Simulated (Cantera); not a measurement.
**Gas activation for diamond growth**

An isothermal, constant-pressure homogeneous reactor starts with 1.09 % CH4, 98.9 % H2, at 1875 K and 0.0267 bar.

Computed with Cantera and GRI-Mech 3.0 (53 species, 325 reactions). GRI-Mech 3.0 stops at C3 and has no aromatics, soot or wall deposition, so with more carbon than oxygen in the feed, carbon stays in small species such as C2H2 where larger ones or solid carbon would form. Radical loss at walls, strong at low pressure, is not modelled.

```
t (s)        x CH4   x H2     x C2H    x C2H6       x H
--------  --------  -----  --------  --------  --------
9.00e-6     0.0109  0.989    <1e-12    <1e-12   6.81e-7
4.78e-5     0.0109  0.989    <1e-12  1.68e-12   4.50e-6
0.000253    0.0109  0.989    <1e-12  9.04e-11   2.61e-5
0.00134     0.0108  0.989    <1e-12   3.56e-9  0.000141
0.00713     0.0107  0.988  3.60e-11   7.99e-8  0.000739
0.0378     0.00920  0.987   1.85e-8   4.36e-7   0.00280
0.201      0.00366  0.989   1.49e-7   9.45e-8   0.00364
1.07      0.000736  0.990   2.35e-7   4.20e-9   0.00394
5.65      0.000142  0.991   2.55e-7  1.72e-10   0.00402
30.0       6.55e-5  0.991   2.57e-7  4.72e-11   0.00402
```
x: mole fraction; the columns are a selection and need not sum to one.

Equilibrium at this temperature and pressure: CH4 6.49e-5, H2 0.991, C2H 2.57e-7, C2H6 4.66e-11, H 0.00402 (gas phase only).
